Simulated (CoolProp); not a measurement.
R113 along the isotherm 490.9 K: density (kg/m³) from the reference equation and from simpler models built on Tc = 487.2 K, pc = 3.392 MPa, ω = 0.253; each cubic takes its own stable root.

Model: reference Helmholtz-energy equation of state, Marx 1992, in CoolProp.

```json
[
 {"p (MPa)": "0.0536", "phase": "gas", "reference": "2.474", "ideal gas": "2.461", "van der Waals": "2.472", "Redlich-Kwong": "2.474", "Soave-Redlich-Kwong": "2.474", "Peng-Robinson": "2.475"},
 {"p (MPa)": "0.0835", "phase": "gas", "reference": "3.865", "ideal gas": "3.833", "van der Waals": "3.861", "Redlich-Kwong": "3.865", "Soave-Redlich-Kwong": "3.865", "Peng-Robinson": "3.869"},
 {"p (MPa)": "0.13", "phase": "gas", "reference": "6.045", "ideal gas": "5.968", "van der Waals": "6.036", "Redlich-Kwong": "6.046", "Soave-Redlich-Kwong": "6.046", "Peng-Robinson": "6.055"},
 {"p (MPa)": "0.202", "phase": "gas", "reference": "9.461", "ideal gas": "9.273", "van der Waals": "9.440", "Redlich-Kwong": "9.464", "Soave-Redlich-Kwong": "9.463", "Peng-Robinson": "9.485"},
 {"p (MPa)": "0.315", "phase": "gas", "reference": "14.93", "ideal gas": "14.46", "van der Waals": "14.87", "Redlich-Kwong": "14.93", "Soave-Redlich-Kwong": "14.93", "Peng-Robinson": "14.99"},
 {"p (MPa)": "0.491", "phase": "gas", "reference": "23.70", "ideal gas": "22.54", "van der Waals": "23.57", "Redlich-Kwong": "23.72", "Soave-Redlich-Kwong": "23.72", "Peng-Robinson": "23.85"},
 {"p (MPa)": "0.764", "phase": "gas", "reference": "38.04", "ideal gas": "35.07", "van der Waals": "37.70", "Redlich-Kwong": "38.08", "Soave-Redlich-Kwong": "38.07", "Peng-Robinson": "38.42"},
 {"p (MPa)": "1.19", "phase": "gas", "reference": "62.50", "ideal gas": "54.63", "van der Waals": "61.57", "Redlich-Kwong": "62.59", "Soave-Redlich-Kwong": "62.55", "Peng-Robinson": "63.48"},
 {"p (MPa)": "1.85", "phase": "gas", "reference": "107.4", "ideal gas": "84.93", "van der Waals": "104.6", "Redlich-Kwong": "107.6", "Soave-Redlich-Kwong": "107.4", "Peng-Robinson": "110.1"},
 {"p (MPa)": "2.89", "phase": "gas", "reference": "216.0", "ideal gas": "132.7", "van der Waals": "204.4", "Redlich-Kwong": "215.0", "Soave-Redlich-Kwong": "214.0", "Peng-Robinson": "223.9"},
 {"p (MPa)": "4.49", "phase": "supercritical", "reference": "891.2", "ideal gas": "206.1", "van der Waals": "630.7", "Redlich-Kwong": "744.6", "Soave-Redlich-Kwong": "738.0", "Peng-Robinson": "814.3"},
 {"p (MPa)": "7", "phase": "supercritical", "reference": "1013", "ideal gas": "321.4", "van der Waals": "729.4", "Redlich-Kwong": "891.7", "Soave-Redlich-Kwong": "888.3", "Peng-Robinson": "986.2"},
 {"p (MPa)": "10.9", "phase": "supercritical", "reference": "1095", "ideal gas": "500.4", "van der Waals": "800.7", "Redlich-Kwong": "1001", "Soave-Redlich-Kwong": "999.1", "Peng-Robinson": "1111"},
 {"p (MPa)": "17", "phase": "supercritical", "reference": "1170", "ideal gas": "780.4", "van der Waals": "864.1", "Redlich-Kwong": "1102", "Soave-Redlich-Kwong": "1100", "Peng-Robinson": "1224"}
]
```
